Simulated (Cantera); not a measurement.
Feed: 1 mol AlCl3, 17 mol N2O, 59 mol H2, equilibrated at 2025 K and 1.00 bar.

Equilibrium computed with Cantera from the NASA thermochemical tables; the gas is ideal and each condensed phase is pure. Candidate condensed phases: Al, AlCl3, AlN, Al2O3, H2O, NH4Cl; 45 gas species. Gases not in the tables: Al(OH)3. The numbers say what is thermodynamically allowed, not how fast it happens.

Base state: H2 0.541, N2 0.219, H2O 0.200, HCl 0.0386, H 0.00142, Cl 7.50e-5, OH 5.47e-5 (mole fractions); condensed: Al2O3(s).

What changes in the equilibrium state with this change: temperature from 2025 K to 900 K?


```tsv
species	before	after
H2	0.541	0.542
N2	0.219	0.219
H2O	0.200	0.200
H	0.00142	<1e-9
HCl	0.0386	0.0387
Cl	7.50e-5	<1e-9
OH	5.47e-5	<1e-9
NH3	3.59e-6	0.000226
Al2O3(s), mol	0.500	0.500
```
Condensed phases not in the tables: AlOCl.

What changes in the equilibrium state with this change: H2 from 59 to 3.6 mol?


```tsv
species	before	after
N2	0.219	0.584
O2	1.65e-8	0.223
HCl	0.0386	0.0866
H2	0.541	5.89e-5
Cl	7.50e-5	0.0161
H2O	0.200	0.0800
ClO	<1e-9	0.000113
Cl2	8.56e-9	0.000396
NO2	<1e-9	1.25e-5
HOCl	2.20e-9	1.81e-5
Al2O3(s), mol	0.500	0.500
```

What changes in the equilibrium state with this change: H2 from 59 to 4.1 mol?


```
species         before     after
-------------  -------  --------
N2               0.219     0.579
O2             1.65e-8     0.213
H2O              0.200    0.0956
H2               0.541   7.21e-5
Cl             7.50e-5    0.0147
HCl             0.0386    0.0873
ClO              <1e-9  0.000101
Cl2            8.56e-9  0.000329
NO2              <1e-9   1.19e-5
HOCl           2.20e-9   1.78e-5
NO             1.21e-6   0.00708
Al2O3(s), mol    0.500     0.500
```
